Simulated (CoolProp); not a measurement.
Properties of oxygen along the isobar 6620 kPa.

Model: reference Helmholtz-energy equation of state, Schmidt 1985, in CoolProp.

```tsv
T (K)	phase	cv (kJ/(kg K))	viscosity (µPa s)	conductivity (mW/(m K))
92.9	liquid	0.9317	194	152
102.8	liquid	0.8984	154	138
112.7	liquid	0.8696	124	124
122.6	liquid	0.8456	101	111
132.5	liquid	0.8273	82.3	96.7
142.4	liquid	0.8183	65.5	82.8
152.2	liquid	0.8320	49.5	68.4
162.1	supercritical	0.9719	26.5	49.2
172	supercritical	0.8150	17.7	29.6
181.9	supercritical	0.7612	17.0	26.3
```

Viscosity comes from a separate model (Lemmon 2004). Thermal conductivity comes from a separate model (Lemmon 2004).
